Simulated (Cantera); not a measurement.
## Adiabatic ignition

An adiabatic, constant-volume homogeneous reactor starts with CH4 : O2 : N2 = 1 : 1.43 : 5.37 (molar parts), equivalence ratio 1.4, at 1500 K and 5.40 bar.

Model: GRI-Mech 3.0 (53 species, 325 reactions), integrated in Cantera. Above 3000 K some thermodynamic fits are extrapolated.

```csv
t (s),T (K),P (bar),x CH4,x O2,x HO2,x N2O,x CH2,x NO2,x NO
5.00e-6,1500,5.40,0.128,0.183,2.32e-6,1.33e-11,1.23e-12,<1e-12,<1e-12
2.26e-5,1500,5.40,0.128,0.183,6.11e-6,1.88e-10,5.73e-11,<1e-12,<1e-12
0.000103,1503,5.41,0.127,0.183,1.31e-5,1.81e-9,8.61e-10,<1e-12,<1e-12
0.000464,3072,12.1,7.28e-12,0.00209,3.60e-6,8.03e-7,1.27e-11,8.45e-7,0.00443
0.00210,3071,12.1,7.33e-12,0.00207,3.57e-6,8.14e-7,1.27e-11,8.78e-7,0.00462
0.00952,3071,12.1,7.33e-12,0.00207,3.57e-6,8.14e-7,1.27e-11,8.78e-7,0.00462
0.0431,3071,12.1,7.33e-12,0.00207,3.57e-6,8.14e-7,1.27e-11,8.78e-7,0.00462
0.195,3071,12.1,7.33e-12,0.00207,3.57e-6,8.14e-7,1.27e-11,8.78e-7,0.00462
0.883,3071,12.1,7.33e-12,0.00207,3.57e-6,8.14e-7,1.27e-11,8.78e-7,0.00462
4.00,3071,12.1,7.33e-12,0.00207,3.57e-6,8.14e-7,1.27e-11,8.78e-7,0.00462
```
x: mole fraction; the columns are a selection and need not sum to one.

```json
{
 "time_of_steepest_temperature_rise": "0.341 ms",
 "temperature at 4.00 s": "3071 K",
 "equilibrium_temperature": "3071 K",
 "x(CH4) at 4.00 s": "7.33e-12 (gas-phase equilibrium 8.61e-12)",
 "x(O2) at 4.00 s": "0.00207 (gas-phase equilibrium 0.00207)",
 "x(HO2) at 4.00 s": "3.57e-6 (gas-phase equilibrium 3.57e-6)"
}
```
